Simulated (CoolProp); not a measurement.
Computed with CoolProp (reference Helmholtz-energy equation of state, Thol 2017).

Question: For octamethyltrisiloxane (MDM), give the phase and the density (kg/m³), expansivity (1/kK) at 530.9 K and 0.374 MPa; 547.5 K and 0.374 MPa.

Answer: 
- 530.9 K and 0.374 MPa: gas; density 22.9, expansivity 3.08
- 547.5 K and 0.374 MPa: gas; density 21.8, expansivity 2.80
